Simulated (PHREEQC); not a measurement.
Synthetic water in mg/L, 25 °C, pH 3.74, pe 11: Na 59.2; K 0.0169; Ca 405; Mg 47.3; Cl 177; S(6) as SO4 998; P as PO4 4.75.

Valence states are taken as typed.

Equilibrium calculation in PHREEQC: ion-association model, wateq4f.dat.

This is a speciation only: nothing precipitates in the calculation.

Q: Predict the ionic strength.

A: ionic strength 0.0355 mol/kgw.

Q: In which forms is Ca present?

A: Ca+2 73 %, CaSO4 27 % of the Ca.

H3PO4, which wateq4f.dat lacks, is added to it with the constant of phreeqc.dat.
